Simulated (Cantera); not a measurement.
A Cantera script and its output.

```python
import numpy as np
import cantera as ct

gas = ct.Solution("gri30.yaml")
gas.TPX = 950, 1300000, {'CO': 1, 'H2': 0.062, 'CH4': 0.032, 'O2': 0.425, 'N2': 2.29}
reactor = ct.IdealGasConstPressureReactor(gas, energy="on", clone=False)
net = ct.ReactorNet([reactor])
net.rtol, net.atol = 1e-08, 1e-16
show = ['CO', 'H2', 'CH4', 'HO2', 'HCN']
times = np.geomspace(2e-06, 0.2, 10)

steps = ct.SolutionArray(gas, extra=["t"])
rows = []
print(f"{'t/s':>10s}{'T/K':>9s}{'P/Pa':>11s}" + "".join(f"{s:>11s}" for s in show))
for t in times:
    while net.time < t:
        t_next = net.step()
        steps.append(gas.state, t=t_next)
    rows.append([np.interp(t, steps.t, y) for y in (steps.T, steps.P, *steps(*show).X.T)])
    print(f"{t:10.3e}{rows[-1][0]:9.1f}{rows[-1][1]:11.4g}" + "".join(f"{x:11.3e}" for x in rows[-1][2:]))
rate = np.gradient(steps.T, steps.t)
print("integrator steps:", len(steps.t))
if steps.T.max() > steps.T[0] + 200:
    print(f"time of steepest temperature rise: {steps.t[rate.argmax()]:.4e} s")
gas.TPX = 950, 1300000, {'CO': 1, 'H2': 0.062, 'CH4': 0.032, 'O2': 0.425, 'N2': 2.29}
gas.equilibrate("HP")
print(f"equilibrium (HP): T = {gas.T:.1f} K  " + "  ".join(f"{s} {gas[s].X[0]:.3e}" for s in show))
```

Result:

```
       t/s      T/K       P/Pa         CO         H2        CH4        HO2        HCN
 2.000e-06    950.0    1.3e+06  2.625e-01  1.628e-02  8.401e-03  1.642e-10  4.609e-31
 7.188e-06    950.0    1.3e+06  2.625e-01  1.628e-02  8.401e-03  9.354e-10  1.616e-29
 2.583e-05    950.0    1.3e+06  2.625e-01  1.628e-02  8.401e-03  4.018e-09  2.502e-28
 9.283e-05    950.0    1.3e+06  2.625e-01  1.628e-02  8.401e-03  1.699e-08  3.150e-27
 3.336e-04    950.0    1.3e+06  2.625e-01  1.628e-02  8.401e-03  7.660e-08  6.747e-26
 1.199e-03    950.1    1.3e+06  2.625e-01  1.628e-02  8.401e-03  5.078e-07  1.746e-23
 4.309e-03    953.7    1.3e+06  2.622e-01  1.621e-02  8.387e-03  4.677e-06  4.127e-20
 1.549e-02   2549.3    1.3e+06  9.882e-02  2.583e-03  2.207e-14  2.500e-07  7.237e-09
 5.565e-02   2547.3    1.3e+06  9.904e-02  2.593e-03  2.253e-14  2.443e-07  8.716e-09
 2.000e-01   2547.3    1.3e+06  9.904e-02  2.593e-03  2.253e-14  2.443e-07  8.716e-09
integrator steps: 2162
time of steepest temperature rise: 1.2980e-02 s
equilibrium (HP): T = 2547.3 K  CO 9.904e-02  H2 2.593e-03  CH4 2.627e-14  HO2 2.443e-07  HCN 8.716e-09
```

Detailed kinetics in Cantera: GRI-Mech 3.0 (53 species, 325 reactions). The pressure lies above the range GRI-Mech 3.0 was tuned for (to about 10 atm). Below about 1000 K GRI-Mech 3.0 lacks low-temperature oxidation paths.
